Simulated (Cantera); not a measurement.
What does this Cantera script print?

```python
import numpy as np
import cantera as ct

gas_names = """

""".split()
cond_names = """
    NiS2(s) NiS2(L) NiS(b) NiS(a) NiS(L) S(cr1) S(cr2) S(L)
""".split()


def load(file, names, dense=False):
    # The tables refer to 1 bar. Condensed volumes are neglected.
    table = {s.name: s for s in ct.Species.list_from_file(file)}
    out = []
    for n in names:
        d = dict(table[n].input_data)
        d["thermo"] = dict(d["thermo"], **{"reference-pressure": 1e5})
        if dense:
            d["equation-of-state"] = {"model": "constant-volume", "density": "1e6 g/cm^3"}
        out.append(ct.Species.from_dict(d))
    return out


species = {s.name: s for s in load("nasa_gas.yaml", gas_names) + load("nasa_condensed.yaml", cond_names)}
# Each term lists the table entries of one substance; the one whose range holds T is used.
reactions = {
    'NiS2 = NiS + S':
        [(-1, ['NiS2(s)', 'NiS2(L)']), (1, ['NiS(b)', 'NiS(a)', 'NiS(L)']), (1, ['S(cr1)', 'S(cr2)', 'S(L)'])],
}


def pick(names, T):
    return next(species[n] for n in names if species[n].thermo.min_temp <= T <= species[n].thermo.max_temp)


results = []
for label, terms in reactions.items():
    print(label)
    print("     T/K   dH/kJ  dS/(J/K)   dG/kJ   log10 K")
    for T in [500, 550, 600, 650, 700, 750, 800, 850, 900, 950, 1000]:
        used = [(nu, pick(names, T)) for nu, names in terms]
        dH = sum(nu * s.thermo.h(T) for nu, s in used) / 1e6
        dS = sum(nu * s.thermo.s(T) for nu, s in used) / 1e3
        dG = dH - T * dS / 1e3
        logK = -dG * 1e6 / (ct.gas_constant * T * np.log(10))
        results.append((label, T, dH, dS, dG, logK, [s.name for _, s in used]))
        print(f"{T:8g} {dH:8.1f} {dS:8.1f} {dG:8.1f} {logK:8.2f}")
```

Output:

```
NiS2 = NiS + S
     T/K   dH/kJ  dS/(J/K)   dG/kJ   log10 K
     500     47.6     23.0     36.1    -3.77
     550     48.5     24.7     34.9    -3.31
     600     49.3     26.1     33.6    -2.93
     650     49.9     27.1     32.3    -2.59
     700     56.7     37.5     30.4    -2.27
     750     57.0     37.9     28.6    -1.99
     800     57.3     38.3     26.7    -1.74
     850     57.7     38.8     24.7    -1.52
     900     58.3     39.4     22.8    -1.32
     950     58.8     40.1     20.8    -1.14
    1000     59.4     40.6     18.8    -0.98
```

Source: NASA polynomial tables (part measured, part estimated), evaluated in Cantera. Condensed species are held in their standard states even where they would react or evaporate.
